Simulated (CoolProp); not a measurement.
Vapour-liquid equilibrium of carbon dioxide (1) + n-perfluorobutane (2) at -11.95 °C; x and y are mole fractions of (1).

The numbers come from the multi-fluid Helmholtz-energy mixture model, Span 1996 and Gao 2022; pair parameters Bell 2016 in CoolProp.

```json
[
 {"x": "0.05", "bubble pressure (kPa)": "212.4", "y at the bubble point": "0.685", "dew pressure at overall composition x (kPa)": "70.31", "liquid density (mol/L)": "7.133"},
 {"x": "0.15", "bubble pressure (kPa)": "546.8", "y at the bubble point": "0.878", "dew pressure at overall composition x (kPa)": "78.69", "liquid density (mol/L)": "7.748"},
 {"x": "0.25", "bubble pressure (kPa)": "877.1", "y at the bubble point": "0.924", "dew pressure at overall composition x (kPa)": "89.28", "liquid density (mol/L)": "8.451"},
 {"x": "0.35", "bubble pressure (kPa)": "1156", "y at the bubble point": "0.943", "dew pressure at overall composition x (kPa)": "103.1", "liquid density (mol/L)": "9.262"},
 {"x": "0.45", "bubble pressure (kPa)": "1372", "y at the bubble point": "0.953", "dew pressure at overall composition x (kPa)": "121.9", "liquid density (mol/L)": "10.21"},
 {"x": "0.55", "bubble pressure (kPa)": "1545", "y at the bubble point": "0.960", "dew pressure at overall composition x (kPa)": "148.9", "liquid density (mol/L)": "11.35"},
 {"x": "0.65", "bubble pressure (kPa)": "1703", "y at the bubble point": "0.966", "dew pressure at overall composition x (kPa)": "191.2", "liquid density (mol/L)": "12.76"},
 {"x": "0.75", "bubble pressure (kPa)": "1876", "y at the bubble point": "0.973", "dew pressure at overall composition x (kPa)": "267.2", "liquid density (mol/L)": "14.55"},
 {"x": "0.85", "bubble pressure (kPa)": "2089", "y at the bubble point": "0.982", "dew pressure at overall composition x (kPa)": "444.7", "liquid density (mol/L)": "16.93"},
 {"x": "0.95", "bubble pressure (kPa)": "2354", "y at the bubble point": "0.994", "dew pressure at overall composition x (kPa)": "1303", "liquid density (mol/L)": "20.30"}
]
```

No azeotrope shows between x = 0.05 and 0.95.

The pair parameters rest on a limited set of measurements; away from them the model extrapolates. The gap from Raoult's law changes sign with composition, which may be real or a fault of the pair parameters; it wasn't checked against measurements.
